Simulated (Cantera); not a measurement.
Adiabatic ignition

An adiabatic, constant-pressure homogeneous reactor starts with 28.1 % CO, 1.27 % H₂, 5.88 % O₂, 64.7 % N₂, equivalence ratio 2.5, at 1125 K and 0.987 atm.

Detailed kinetics in Cantera: GRI-Mech 3.0 (53 species, 325 reactions).

| t (s) | T (K) | x CO | x H₂ | x O₂ | x H₂O₂ | x O |
|---|---|---|---|---|---|---|
| 2.00e-6 | 1125 | 0.281 | 0.0127 | 0.0588 | <1e-12 | 4.35e-10 |
| 7.52e-6 | 1125 | 0.281 | 0.0127 | 0.0588 | <1e-12 | 1.48e-9 |
| 2.83e-5 | 1125 | 0.281 | 0.0127 | 0.0588 | <1e-12 | 6.30e-9 |
| 0.000106 | 1125 | 0.281 | 0.0127 | 0.0588 | 1.55e-10 | 2.42e-7 |
| 0.000399 | 1416 | 0.235 | 0.00103 | 0.0248 | 1.43e-7 | 0.0124 |
| 0.00150 | 1973 | 0.186 | 0.00288 | 0.00153 | 1.30e-8 | 0.00130 |
| 0.00565 | 2039 | 0.184 | 0.00328 | 5.98e-5 | 8.39e-10 | 4.56e-5 |
| 0.0212 | 2045 | 0.184 | 0.00337 | 3.04e-6 | 5.20e-11 | 2.34e-6 |
| 0.0798 | 2046 | 0.184 | 0.00338 | 1.48e-6 | 2.63e-11 | 1.16e-6 |
| 0.300 | 2046 | 0.184 | 0.00338 | 1.47e-6 | 2.62e-11 | 1.15e-6 |
x: mole fraction; the columns are a selection and need not sum to one.

The time of steepest temperature rise is 0.358 ms and the temperature at 0.300 s is 2046 K. The equilibrium temperature is 2046 K. The x(CO) at 0.300 s comes out as 0.184 (gas-phase equilibrium 0.184). The x(H₂) at 0.300 s comes out as 0.00338 (gas-phase equilibrium 0.00337) and the x(O₂) at 0.300 s is 1.47e-6 (gas-phase equilibrium 1.46e-6).
